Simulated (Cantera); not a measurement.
Input: 1 mol Si, 8.1 mol F2, equilibrated at 0.120 bar.

Method: chemical equilibrium by Gibbs-energy minimisation in Cantera with the NASA 1993 tables (ideal gas, pure condensed phases). Candidate condensed phases: Si; 9 gas species. Kinetics and transport are ignored.

Question: At 1398 K, list the 3 most abundant gas species with their mole fractions, and the condensed phases.

Answer: F 0.888, SiF4 0.0783, F2 0.0338. Condensed: gas only.
